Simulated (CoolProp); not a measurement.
Saturation properties of hydrogen chloride.

Computed with CoolProp (reference Helmholtz-energy equation of state, Thol 2018).

```csv
T (K),p (bar),vapour density (kg/m³),enthalpy of vaporisation (kJ/kg),liquid cp (kJ/(kg K))
188.9,1.056,2.528,443.0,1.660
198,1.717,3.970,432.9,1.667
207.1,2.665,5.982,422.2,1.679
216.2,3.974,8.703,410.7,1.696
225.3,5.726,12.30,398.4,1.718
234.4,8.006,16.96,385.0,1.749
243.5,10.91,22.92,370.4,1.788
252.6,14.53,30.47,354.4,1.840
261.7,18.97,40.02,336.7,1.909
270.8,24.34,52.09,317.0,2.003
279.9,30.76,67.50,294.7,2.136
289,38.37,87.50,268.8,2.340
298.1,47.31,114.3,238.0,2.687
307.2,57.78,152.5,199.3,3.407
316.3,70.02,214.9,145.0,5.777
```

It boils at 188.2 K under 1 atm.
